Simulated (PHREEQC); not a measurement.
A solution holds 1.3 mmol/kgw NaOH and 6 mmol/kgw Na2SiO3, at 25 °C. Closed to the air; pH follows from the charge balance.

Computed with PHREEQC (ion-association model, phreeqc.dat).

### Question
The ionic strength comes out as 0.0136 mol/kgw. What activity coefficients do H2SiO4-2, OH-, H3SiO4-, Na+ get?

### Answer
H2SiO4-2 0.64, OH- 0.89, H3SiO4- 0.89, Na+ 0.89.

Precipitation was switched off in this run. Complexes and solids missing from the database can't appear.
